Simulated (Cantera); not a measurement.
Charge: 1 mol SiCl₄, 5 mol N₂, equilibrated at 1300 K and 0.00133 bar.

Cantera equilibrium calculation (NASA polynomials, part measured and part estimated; ideal gas, pure solids and liquids). Candidate condensed phases: Si, Si₃N₄; 13 gas species. The tables' values for SiCl₃ are old estimates; treat these amounts as uncertain. The numbers say what is thermodynamically allowed, not how fast it happens.

Base state: N₂ 0.832, SiCl₄ 0.165, Cl 0.00137, SiCl₃ 0.00128, SiCl₂ 5.91e-5, Cl₂ 1.62e-5 (mole fractions); condensed: gas only.

Problem. What changes in the equilibrium state with this change: temperature from 1300 K to 800 K?

Solution. 
```json
[
 {"species": "N₂", "before": "0.832", "after": "0.833"},
 {"species": "SiCl₄", "before": "0.165", "after": "0.167"},
 {"species": "SiCl₃", "before": "0.00128", "after": "1.81e-8"},
 {"species": "Cl", "before": "0.00137", "after": "1.30e-8"},
 {"species": "SiCl₂", "before": "5.91e-5", "after": "<1e-9"},
 {"species": "Cl₂", "before": "1.62e-5", "after": "2.57e-9"}
]
```
